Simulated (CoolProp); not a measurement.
Properties of vinyl chloride at several states.

Model: reference Helmholtz-energy equation of state, Thol 2022, in CoolProp.

```
T (K)  p (kPa)   phase  expansivity (1/kK)  fugacity coefficient
-----  -------  ------  ------------------  --------------------
311.9     4520  liquid               2.141                0.1309
406.1    12100  liquid               3.634                0.3055
318.1      222     gas               3.499                0.9680
333.1     59.8     gas               3.074                0.9925
227.5     1780  liquid               1.684               0.01303
390.4     1860     gas               4.596                0.8593
```
